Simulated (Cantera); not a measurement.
**Catalytic combustion on Pt**

An isothermal plug-flow reactor at 1000 K and 0.405 atm (inlet), inlet velocity 3.8 m/s, active area per volume 1500 1/m; feed 1.21 % CO, 11.4 % O₂, 80.8 % N₂, 6.56 % H₂O.

Model: Deutschmann's 1995 Pt surface mechanism with GRI-Mech 3.0 gas chemistry, integrated in Cantera. Catalytic surfaces can have several steady states; this one follows from the mechanism file's or the stated starting coverage. Mass transfer to the wall is taken as infinitely fast.

```tsv
z (m)	x CO	x O₂	x H₂O	x CO₂	θ free Pt	θ O*	θ OH*	θ CO*
3.5e-05	0.00424	0.111	0.0659	0.00793	0.310	0.685	0.00341	0.00110
7.6e-05	0.00270	0.110	0.0659	0.00947	0.273	0.723	0.00329	0.000519
0.00016	0.00127	0.110	0.0660	0.0109	0.252	0.745	0.00321	0.000202
0.00035	0.000276	0.109	0.0660	0.0119	0.241	0.756	0.00316	3.98e-5
0.00076	1.19e-5	0.109	0.0660	0.0122	0.239	0.758	0.00315	1.67e-6
0.0016	1.97e-8	0.109	0.0660	0.0122	0.239	0.758	0.00315	2.77e-9
0.0035	<1e-12	0.109	0.0660	0.0122	0.239	0.758	0.00315	<1e-12
```
x: gas mole fraction; θ: surface coverage.
